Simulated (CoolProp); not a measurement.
The numbers come from the reference Helmholtz-energy equation of state, Akasaka 2024 in CoolProp.

Q: For R1132(E), give the phase and the cp (kJ/(kg K)), isothermal compressibility (1/MPa) at 349.4 K and 6.5 MPa.

A: 
- 349.4 K and 6.5 MPa: supercritical; cp 3.15, isothermal compressibility 0.0662
